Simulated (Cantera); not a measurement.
Charge: 1 mol Mg(OH)2, 0.6 mol CO2, held at 1.33 mbar.

Cantera equilibrium calculation (NASA polynomials, part measured and part estimated; ideal gas, pure solids and liquids). Candidate condensed phases: C, C6H6, C7H8, C8H18, H2O, Mg, MgCO3, MgO, Mg(OH)2; 116 gas species. Equilibrium is a limit: real reactors are often held back by kinetics, nucleation or transport.

x: gas mole fraction; n: condensed amount in mol.

```tsv
T (K)	x H2O	x CO2	x CO	x O2	x H2	n MgO(s)
625	0.625	0.375	<1e-12	6.00e-12	…	1.00
775	0.625	0.375	6.01e-10	2.82e-9	…	1.00
925	0.625	0.375	9.00e-8	1.94e-7	…	1.00
1075	0.625	0.375	3.20e-6	4.37e-6	…	1.00
1225	0.625	0.375	4.62e-5	4.76e-5	…	1.00
1375	0.624	0.375	0.000365	0.000315	…	1.00
1525	0.623	0.372	0.00190	0.00145	…	1.00
1675	0.617	0.366	0.00720	0.00505	…	1.000
1825	0.601	0.347	0.0213	0.0141	…	1.000
```

### Question
Fill in the missing entries.

### Answer

- 625, x H2: 1.17e-11
- 775, x H2: 5.06e-9
- 925, x H2: 3.03e-7
- 1075, x H2: 5.74e-6
- 1225, x H2: 5.24e-5
- 1375, x H2: 0.000295
- 1525, x H2: 0.00118
- 1675, x H2: 0.00366
- 1825, x H2: 0.00941
